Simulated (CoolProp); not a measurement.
Vapour-liquid equilibrium of toluene (1) + p-xylene (2) at 122.15 °C; x and y are mole fractions of (1).

Model: multi-fluid Helmholtz-energy mixture model, Lemmon 2006 and Zhou 2012; pair parameters Bell 2016, in CoolProp.

```json
[
 {"x": "0.05", "bubble pressure, mixture model (MPa)": "0.06812", "bubble pressure, Raoult's law (MPa)": "0.06814", "y, mixture model": "0.100", "y, Raoult's law": "0.102"},
 {"x": "0.15", "bubble pressure, mixture model (MPa)": "0.07565", "bubble pressure, Raoult's law (MPa)": "0.07561", "y, mixture model": "0.272", "y, Raoult's law": "0.276"},
 {"x": "0.25", "bubble pressure, mixture model (MPa)": "0.08322", "bubble pressure, Raoult's law (MPa)": "0.08308", "y, mixture model": "0.414", "y, Raoult's law": "0.419"},
 {"x": "0.35", "bubble pressure, mixture model (MPa)": "0.09081", "bubble pressure, Raoult's law (MPa)": "0.09055", "y, mixture model": "0.532", "y, Raoult's law": "0.538"},
 {"x": "0.45", "bubble pressure, mixture model (MPa)": "0.09837", "bubble pressure, Raoult's law (MPa)": "0.09803", "y, mixture model": "0.633", "y, Raoult's law": "0.639"},
 {"x": "0.55", "bubble pressure, mixture model (MPa)": "0.1059", "bubble pressure, Raoult's law (MPa)": "0.1055", "y, mixture model": "0.719", "y, Raoult's law": "0.725"},
 {"x": "0.65", "bubble pressure, mixture model (MPa)": "0.1133", "bubble pressure, Raoult's law (MPa)": "0.1130", "y, mixture model": "0.794", "y, Raoult's law": "0.800"},
 {"x": "0.75", "bubble pressure, mixture model (MPa)": "0.1207", "bubble pressure, Raoult's law (MPa)": "0.1204", "y, mixture model": "0.861", "y, Raoult's law": "0.866"},
 {"x": "0.85", "bubble pressure, mixture model (MPa)": "0.1281", "bubble pressure, Raoult's law (MPa)": "0.1279", "y, mixture model": "0.920", "y, Raoult's law": "0.924"},
 {"x": "0.95", "bubble pressure, mixture model (MPa)": "0.1354", "bubble pressure, Raoult's law (MPa)": "0.1354", "y, mixture model": "0.975", "y, Raoult's law": "0.976"}
]
```

The largest gap from Raoult's law is +0.4 % in bubble pressure, at x = 0.55. No azeotrope shows between x = 0.05 and 0.95.

The pair parameters rest on a limited set of measurements; away from them the model extrapolates.
